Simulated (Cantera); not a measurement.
Charge: 1 mol Si₃N₄, 0.0016 mol O₂, 260 mol H₂, equilibrated at 75.0 Torr.

Cantera equilibrium calculation (NASA polynomials, part measured and part estimated; ideal gas, pure solids and liquids). Candidate condensed phases: H₂O, Si, SiO₂, Si₂N₂O, Si₃N₄; 35 gas species. Mutual solubility and eutectic melting of coexisting phases are not modelled. Gases not in the tables: Si₂H₆ and higher silanes. Rates play no part.

Q: Which condensed phases are stable at each of these points (T (°C)): 727, 827, 927, 1027, 1127, 1227, 1327, 1427, 1527?

A: 
```
T (°C)              condensed phases  Si condensed (%)
------  ----------------------------  ----------------
727             Si₂N₂O(s) + Si₃N₄(s)             100.0
827             Si₂N₂O(s) + Si₃N₄(s)             100.0
927             Si₂N₂O(s) + Si₃N₄(s)             100.0
1027    Si(s) + Si₂N₂O(s) + Si₃N₄(s)             100.0
1127    Si(s) + Si₂N₂O(s) + Si₃N₄(s)             100.0
1227    Si(s) + Si₂N₂O(s) + Si₃N₄(s)              99.9
1327                Si(s) + Si₃N₄(s)              99.8
1427                           Si(l)              99.7
1527                           Si(l)              99.2
```

From 727 °C to 927 °C the condensed part is Si₂N₂O(s) + Si₃N₄(s). From 1027 °C to 1227 °C the condensed part is Si(s) + Si₂N₂O(s) + Si₃N₄(s). At 1327 °C the condensed part is Si(s) + Si₃N₄(s). From 1427 °C to 1527 °C the condensed part is Si(l).
